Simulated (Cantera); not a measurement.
## Adiabatic ignition

An adiabatic, constant-volume homogeneous reactor starts with CH4 : CO : O2 : N2 = 1 : 0.057 : 1.35 : 5.08 (molar parts), equivalence ratio 1.5, at 1175 K and 101000 Pa.

Model: GRI-Mech 3.0 (53 species, 325 reactions), integrated in Cantera.

```tsv
t (s)	T (K)	P (bar)	x CH4	x CO	x O2	x NO	x C2H	x CH2
3.00e-6	1175	1.01	0.134	0.00761	0.180	<1e-12	<1e-12	<1e-12
8.68e-6	1175	1.01	0.134	0.00761	0.180	<1e-12	<1e-12	<1e-12
2.51e-5	1175	1.01	0.134	0.00761	0.180	<1e-12	<1e-12	<1e-12
7.27e-5	1175	1.01	0.134	0.00761	0.180	<1e-12	<1e-12	<1e-12
0.000211	1175	1.01	0.134	0.00761	0.180	<1e-12	<1e-12	<1e-12
0.000609	1175	1.01	0.134	0.00761	0.180	<1e-12	<1e-12	<1e-12
0.00176	1175	1.01	0.134	0.00761	0.180	<1e-12	<1e-12	<1e-12
0.00510	1175	1.01	0.134	0.00761	0.180	<1e-12	<1e-12	<1e-12
0.0148	1176	1.01	0.133	0.00762	0.180	<1e-12	<1e-12	<1e-12
0.0428	1182	1.02	0.132	0.00775	0.180	<1e-12	<1e-12	2.85e-12
0.124	2792	2.65	1.58e-12	0.0964	0.000890	0.00210	<1e-12	1.74e-12
0.358	2792	2.65	1.58e-12	0.0964	0.000890	0.00210	<1e-12	1.74e-12
1.04	2792	2.65	1.58e-12	0.0964	0.000890	0.00210	<1e-12	1.74e-12
3.00	2792	2.65	1.58e-12	0.0964	0.000890	0.00210	<1e-12	1.74e-12
```
x: mole fraction; the columns are a selection and need not sum to one.

time of steepest temperature rise: 82.5 ms
temperature at 3.00 s: 2792 K
equilibrium temperature: 2792 K
x(CH4) at 3.00 s: 1.58e-12 (gas-phase equilibrium 1.84e-12)
x(CO) at 3.00 s: 0.0964 (gas-phase equilibrium 0.0964)
x(O2) at 3.00 s: 0.000890 (gas-phase equilibrium 0.000890)
